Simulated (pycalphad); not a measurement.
Source of the numbers: pycalphad with the COST 507 light-alloy database (1999); pressure 1 atm. These are 1990s assessments: newer ones move some temperatures and phases. Amounts are mole fractions of atoms.

### Question
Give the equilibrium state of Sn-1.05Si (at.%) at 627 °C.

### Answer
```
T = 900.00 K, P = 101325 Pa, N = 1 mol of atoms
G = -62424 J/mol, H = 24309 J/mol, S = 96.37 J/(mol K)  (SER reference)
chemical potentials (J/mol): Sn -62813, Si -25785
phase             fraction      x(Sn)      x(Si)
LIQUID              0.9907     0.9988     0.0012
DIAMOND_A4          0.0093   4.39e-07     1.0000
```

### Question
Give the equilibrium state of Sn-1.05Si (at.%) at 227 °C.

### Answer
bct (Sn), fraction 0.989, with no Si at.%; diamond (Si), fraction 0.011, with >99.99 Si at.%.

DIAMOND_A4 is diamond (Si). An entry "none" or "no" means that the model of the phase leaves that element out.
